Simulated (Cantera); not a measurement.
A perfectly stirred reactor is fed with 6.89 % H₂, 93.1 % O₂, equivalence ratio 0.037, at 10.00 Torr; it is held at 1350 K, and followed from long to short residence time.

Model: GRI-Mech 3.0 (53 species, 325 reactions), integrated in Cantera. Radical loss at walls, strong at low pressure, is not modelled. The temperature is held fixed by assumption; the heat of reaction is taken as removed at once.

x: mole fraction; the columns are a selection and need not sum to one.

```json
[
 {"τ (s)": "7.7", "x H₂": "6.42e-5", "x O₂": "0.927", "x H₂O₂": "2.83e-8", "x HO₂": "___", "x H": "5.64e-5", "x O": "0.00136", "x OH": "0.00129"},
 {"τ (s)": "2.4", "x H₂": "0.000135", "x O₂": "0.925", "x H₂O₂": "4.05e-8", "x HO₂": "___", "x H": "0.000177", "x O": "0.00291", "x OH": "0.00189"},
 {"τ (s)": "0.75", "x H₂": "0.000276", "x O₂": "0.921", "x H₂O₂": "5.49e-8", "x HO₂": "___", "x H": "0.000536", "x O": "0.00608", "x OH": "0.00272"},
 {"τ (s)": "0.23", "x H₂": "0.000548", "x O₂": "0.914", "x H₂O₂": "6.99e-8", "x HO₂": "___", "x H": "0.00153", "x O": "0.0122", "x OH": "0.00383"},
 {"τ (s)": "0.073", "x H₂": "0.000988", "x O₂": "0.904", "x H₂O₂": "8.18e-8", "x HO₂": "___", "x H": "0.00363", "x O": "0.0216", "x OH": "0.00507"},
 {"τ (s)": "0.023", "x H₂": "0.00164", "x O₂": "0.892", "x H₂O₂": "8.98e-8", "x HO₂": "2.74e-6", "x H": "0.00675", "x O": "0.0322", "x OH": "0.00622"},
 {"τ (s)": "0.0072", "x H₂": "0.00274", "x O₂": "0.884", "x H₂O₂": "9.90e-8", "x HO₂": "2.91e-6", "x H": "0.00959", "x O": "0.0387", "x OH": "0.00721"},
 {"τ (s)": "0.0022", "x H₂": "0.00549", "x O₂": "0.882", "x H₂O₂": "1.19e-7", "x HO₂": "3.02e-6", "x H": "0.0115", "x O": "0.0386", "x OH": "0.00840"},
 {"τ (s)": "0.00070", "x H₂": "0.0126", "x O₂": "0.888", "x H₂O₂": "1.48e-7", "x HO₂": "3.03e-6", "x H": "0.0121", "x O": "0.0321", "x OH": "0.00977"},
 {"τ (s)": "0.00022", "x H₂": "0.0309", "x O₂": "0.903", "x H₂O₂": "1.42e-7", "x HO₂": "___", "x H": "0.00921", "x O": "0.0193", "x OH": "0.00926"}
]
```

Task: Complete the blanks.

Result: 
- 7.7, x HO₂: 5.78e-7
- 2.4, x HO₂: 9.46e-7
- 0.75, x HO₂: 1.43e-6
- 0.23, x HO₂: 1.97e-6
- 0.073, x HO₂: 2.43e-6
- 0.00022, x HO₂: 2.68e-6
